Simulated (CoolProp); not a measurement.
Model: reference Helmholtz-energy equation of state, McLinden 2020, in CoolProp.

Task: For R1336mzz(Z), give the phase and the Z, expansivity (1/kK), fugacity coefficient at 161.95 °C and 0.385 MPa.

Result: 
- 161.95 °C and 0.385 MPa: gas; Z 0.947, expansivity 2.79, fugacity coefficient 0.949
